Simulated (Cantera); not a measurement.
Catalytic combustion on Pt

An isothermal plug-flow reactor at 950 K and 500000 Pa (inlet), inlet velocity 2.2 m/s, active area per volume 330 1/m; feed H2 : O2 : N2 = 0.0033 : 0.015 : 0.79 (molar parts), equivalence ratio 0.11.

Detailed kinetics in Cantera: Deutschmann's 1995 Pt surface mechanism with GRI-Mech 3.0 gas chemistry. Catalytic surfaces can have several steady states; this one follows from the mechanism file's or the stated starting coverage. Mass transfer to the wall is taken as infinitely fast.

| z (m) | x H2 | x O2 | x H2O | θ free Pt | θ O* | θ OH* |
|---|---|---|---|---|---|---|
| 3.5e-05 | 0.00374 | 0.0184 | 0.000341 | 0.431 | 0.566 | 0.00314 |
| 7.6e-05 | 0.00340 | 0.0182 | 0.000679 | 0.397 | 0.599 | 0.00312 |
| 0.00016 | 0.00286 | 0.0180 | 0.00122 | 0.345 | 0.652 | 0.00309 |
| 0.00035 | 0.00207 | 0.0176 | 0.00201 | 0.273 | 0.724 | 0.00302 |
| 0.00076 | 0.00121 | 0.0171 | 0.00288 | 0.210 | 0.787 | 0.00292 |
| 0.0016 | 0.000501 | 0.0168 | 0.00359 | 0.174 | 0.823 | 0.00284 |
| 0.0035 | 8.87e-5 | 0.0166 | 0.00400 | 0.157 | 0.840 | 0.00280 |
x: gas mole fraction; θ: surface coverage.
